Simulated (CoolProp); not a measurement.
Computed with CoolProp (reference Helmholtz-energy equation of state, Gedanitz 2015).

Question: Give the vapour pressure (MPa), enthalpy of vaporisation (kJ/kg), liquid cp (kJ/(kg K)) of saturated cyclopentane at 115.65, 143.95 °C.

Answer: 
```csv
T (°C),p (MPa),enthalpy of vaporisation (kJ/kg),liquid cp (kJ/(kg K))
115.65,0.594,332,2.32
143.95,1.05,301,2.51
```
